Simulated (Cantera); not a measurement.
# Ignition delay

Mixture: CH4 : H2 : O2 : N2 = 1 : 0.098 : 1.21 : 4.53 (molar parts), equivalence ratio 1.7, at 500000 Pa, adiabatic and at constant pressure. Ignition delay is the time to a rise of 400 K.

Computed with Cantera and GRI-Mech 3.0 (53 species, 325 reactions).

| T0 (K) | delay (ms) |
|---|---|
| 1075 | 13.7 |
| 1175 | 5.60 |
| 1275 | 2.24 |
| 1375 | 0.873 |
| 1475 | 0.345 |
| 1575 | 0.142 |
| 1675 | 0.0631 |
| 1775 | 0.0306 |
| 1875 | 0.0162 |
| 1975 | 0.00932 |

```yaml
apparent activation energy between 1775 and 1975 K: 170 kJ/mol
```
